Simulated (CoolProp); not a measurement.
Properties of CH2F2 (R32) along the isotherm 251.7 K (Tc = 351.3 K, pc = 5.783 MPa, ω = 0.277).

Model: reference Helmholtz-energy equation of state, Tillner-Roth 1997, in CoolProp.

```csv
p (MPa),phase,density (kg/m³),cv (kJ/(kg K)),expansivity (1/kK),conductivity (mW/(m K)),Prandtl number
0.0914,gas,2.322,0.6313,4.330,10.4,0.880
0.154,gas,3.975,0.6533,4.607,10.4,0.921
0.26,gas,6.904,0.6976,5.161,10.4,1.01
0.439,liquid,1125,0.9334,2.775,171,1.93
0.742,liquid,1126,0.9335,2.762,172,1.93
1.25,liquid,1127,0.9335,2.741,172,1.94
2.11,liquid,1130,0.9337,2.706,172,1.94
3.56,liquid,1133,0.9339,2.650,173,1.95
6.02,liquid,1139,0.9344,2.563,175,1.97
10.2,liquid,1149,0.9353,2.434,177,2.01
17.1,liquid,1164,0.9372,2.258,180,2.06
28.9,liquid,1186,0.9406,2.031,186,2.16
```

Viscosity comes from a separate model (Bell 2016), an estimate that may be off by 10 % or more. Thermal conductivity comes from a separate model (Huber 2003), an estimate that may be off by 10 % or more.
